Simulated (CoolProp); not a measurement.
Fluorine along the isobar 17600 kPa: density (kg/m³) from the reference equation and from simpler models built on Tc = 144.4 K, pc = 5240 kPa, ω = 0.045; each cubic takes its own stable root.

The numbers come from the reference Helmholtz-energy equation of state, de Reuck 1990 in CoolProp.

```
T (K)          phase  reference
-----  -------------  ---------
71.1          liquid       1625
80.6          liquid       1570
90.1          liquid       1513
99.6          liquid       1453
109.1         liquid       1390
118.6         liquid       1323
128.1         liquid       1251
137.6         liquid       1174
147.1  supercritical       1089
156.5  supercritical      996.1
166    supercritical      892.2
175.5  supercritical      783.5
```

Question: How far does each simpler model (van der Waals, Redlich-Kwong, Soave-Redlich-Kwong) lie from the reference over these 12 states: mean and median of the absolute difference, and the worst?

Answer: 
- van der Waals: mean 24.2 %, median 26.3 %, worst -30.3 % at 71.1 K and 17600 kPa
- Redlich-Kwong: mean 2.1 %, median 1.6 %, worst -4.5 % at 166 K and 17600 kPa
- Soave-Redlich-Kwong: mean 2.2 %, median 1.0 %, worst -5.9 % at 175.5 K and 17600 kPa
